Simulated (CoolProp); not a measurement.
Vapour-liquid equilibrium of ethanol (1) + p-xylene (2) at 436.8 K; x and y are mole fractions of (1).

The numbers come from the multi-fluid Helmholtz-energy mixture model, Schroeder 2014 and Zhou 2012; pair parameters Bell 2016 in CoolProp.

```
x     bubble pressure, mixture model (bar)  bubble pressure, Raoult's law (bar)  y, mixture model  y, Raoult's law
----  ------------------------------------  -----------------------------------  ----------------  ---------------
0.05                                 3.831                                2.497             0.497            0.275
0.15                                 6.359                                3.677             0.700            0.559
0.25                                 7.796                                4.858             0.761            0.706
0.35                                 8.701                                6.039             0.792            0.795
0.45                                 9.392                                7.220             0.816            0.855
0.55                                 10.04                                8.401             0.839            0.898
0.65                                 10.73                                9.582             0.865            0.930
0.75                                 11.49                                10.76             0.897            0.956
0.85                                 12.33                                11.94             0.935            0.976
0.95                                 13.24                                13.12             0.978            0.993
```

The largest gap from Raoult's law is +72.9 % in bubble pressure, at x = 0.15. No azeotrope shows between x = 0.05 and 0.95.

Pair parameters are fitted to limited data, so mixtures are less certain than the pure fluids. With so large a gap from Raoult's law the liquid may split in two, which this calculation doesn't test in full.
